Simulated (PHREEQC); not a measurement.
Consider water at 36 °C with 0.13 mol CdSO4 and 3.3e-05 mol NaOH per kg of water. Closed to the air; pH follows from the charge balance.

Equilibrium calculation in PHREEQC: ion-association model, wateq4f.dat.

Question: The ionic strength comes out as 0.233 mol/kgw. What activity coefficients do NaSO4-, SO4-2, Cd(SO4)2-2, CdOH+, Cd+2 get?

Answer: NaSO4- 0.73, SO4-2 0.27, Cd(SO4)2-2 0.29, CdOH+ 0.74, Cd+2 0.29.

Precipitation was switched off in this run. Constants without temperature data keep their 25 °C values here.
